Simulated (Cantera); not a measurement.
# Ammonia decomposition in nitride growth gas

An isothermal, constant-pressure homogeneous reactor starts with NH₃ : N₂ = 1 : 0.44 (molar parts), at 1698 K and 0.0132 atm.

Cantera simulation using the gas-phase N/H chemistry of the illustrative SiF4/NH3 mechanism in the Surface Chemkin manual (1991); the numbers are that mechanism's predictions, not measurements. Walls and surfaces, which speed up NH3 decomposition in real reactors, are not modelled.

| t (s) | x NH₃ | x NH₂ | x N | x N₂H₄ | x NH |
|---|---|---|---|---|---|
| 0.000400 | 0.694 | 1.58e-6 | <1e-12 | <1e-12 | 1.94e-11 |
| 0.00124 | 0.694 | 4.94e-6 | <1e-12 | 2.48e-12 | 2.94e-10 |
| 0.00383 | 0.694 | 1.53e-5 | <1e-12 | 2.58e-11 | 4.54e-9 |
| 0.0119 | 0.694 | 4.73e-5 | 2.06e-11 | 2.52e-10 | 5.12e-8 |
| 0.0367 | 0.694 | 0.000144 | 1.75e-10 | 2.35e-9 | 3.60e-7 |
| 0.114 | 0.693 | 0.000334 | 2.11e-9 | 1.26e-8 | 1.27e-6 |
| 0.352 | 0.685 | 0.000359 | 1.07e-8 | 1.46e-8 | 1.68e-6 |
| 1.09 | 0.663 | 0.000335 | 3.61e-8 | 1.27e-8 | 2.07e-6 |
| 3.37 | 0.600 | 0.000294 | 8.34e-8 | 9.79e-9 | 2.43e-6 |
| 10.4 | 0.458 | 0.000232 | 1.23e-7 | 6.12e-9 | 2.42e-6 |
| 32.3 | 0.240 | 0.000144 | 1.33e-7 | 2.33e-9 | 1.91e-6 |
| 100 | 0.0647 | 5.52e-5 | 1.14e-7 | 3.44e-10 | 1.09e-6 |
x: mole fraction; the columns are a selection and need not sum to one.

Equilibrium at this temperature and pressure: NH₃ 1.44e-7, NH₂ 5.87e-10, N 2.86e-11, N₂H₄ <1e-12, NH 5.59e-11 (gas phase only).
